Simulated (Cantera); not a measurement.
Charge: 1 mol B₂O₃, 40 mol H₂, a varied amount of H₂O, held at 75.0 Torr.

These are equilibrium values from Cantera (NASA tables, ideal gas, pure condensed phases), not measurements of a reactor. Candidate condensed phases: B, B₂O₃, B₃O₃H₃, H₂O; 23 gas species. Gases not in the tables: H₃BO₃. Rates play no part.

Q: What condenses at these points (T in K, n(H₂O) in mol): (1600, 2.4); (2050, 2.4); (1300, 0.69); (1900, 1); (1600, 4.5)?

A: 
```tsv
T (K)	n(H₂O) in mol	condensed phases	B condensed (%)
1600	2.4	B₂O₃	17.3
2050	2.4	gas only	0.0
1300	0.69	B₂O₃	97.4
1900	1	gas only	0.0
1600	4.5	gas only	0.0
```
